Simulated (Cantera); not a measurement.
Input: 1 mol CuO, 3.9 mol C, 0.046 mol CO, at 2000 K and 0.120 bar.

These are equilibrium values from Cantera (NASA tables, ideal gas, pure condensed phases), not measurements of a reactor. Candidate condensed phases: C, Cu, CuO, Cu₂O; 15 gas species. The numbers say what is thermodynamically allowed, not how fast it happens.

Base state: CO 0.964, Cu 0.0359, Cu₂ 0.000148 (mole fractions); condensed: C(graphite) + Cu(l).

**Question.** What changes in the equilibrium state with this change: temperature from 2000 K to 1400 K?

**Answer.** 
```
species             before     after
----------------  --------  --------
CO                   0.964     1.000
CO₂                2.85e-6  0.000206
Cu                  0.0359   1.12e-5
Cu₂               0.000148   2.19e-9
C(graphite), mol      2.90      2.90
Cu(l), mol           0.961     1.000
```

**Question.** What changes in the equilibrium state with this change: temperature from 2000 K to 2250 K?

**Answer.** 
| species | before | after |
|---|---|---|
| CO | 0.964 | 0.717 |
| Cu | 0.0359 | 0.281 |
| Cu₂ | 0.000148 | 0.00244 |
| C(graphite), mol | 2.90 | 2.90 |
| Cu(l), mol | 0.961 | 0.584 |

**Question.** What changes in the equilibrium state with this change: temperature from 2000 K to 1375 K?

**Answer.** 
```
species             before     after
----------------  --------  --------
CO                   0.964     1.000
CO₂                2.85e-6  0.000267
Cu                  0.0359   6.86e-6
Cu₂               0.000148   1.11e-9
C(graphite), mol      2.90      2.90
Cu(l), mol           0.961     1.000
```
